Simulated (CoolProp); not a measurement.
n-dodecane along the isobar 7.09 MPa: Z from the reference equation and from simpler models built on Tc = 658.1 K, pc = 1.818 MPa, ω = 0.574; each cubic takes its own stable root.

Model: reference Helmholtz-energy equation of state, Lemmon 2004, in CoolProp. It is a short technical equation, of lower accuracy than the large ones.

```tsv
T (K)	phase	reference
360.2	liquid	0.5705
397.3	liquid	0.5373
434.4	liquid	0.5117
471.6	liquid	0.4925
508.7	liquid	0.4792
545.8	liquid	0.4714
582.9	liquid	0.4695
620	liquid	0.4741
```

Problem. How far does each simpler model (van der Waals, Redlich-Kwong, Soave-Redlich-Kwong, Peng-Robinson) lie from the reference over these 8 states: mean and median of the absolute difference, and the worst?

Solution. 
- van der Waals: mean 74.0 %, median 75.3 %, worst +86.0 % at 360.2 K and 7.09 MPa
- Redlich-Kwong: mean 25.6 %, median 26.0 %, worst +28.7 % at 360.2 K and 7.09 MPa
- Soave-Redlich-Kwong: mean 19.9 %, median 19.2 %, worst +23.0 % at 360.2 K and 7.09 MPa
- Peng-Robinson: mean 6.8 %, median 6.1 %, worst +9.7 % at 360.2 K and 7.09 MPa
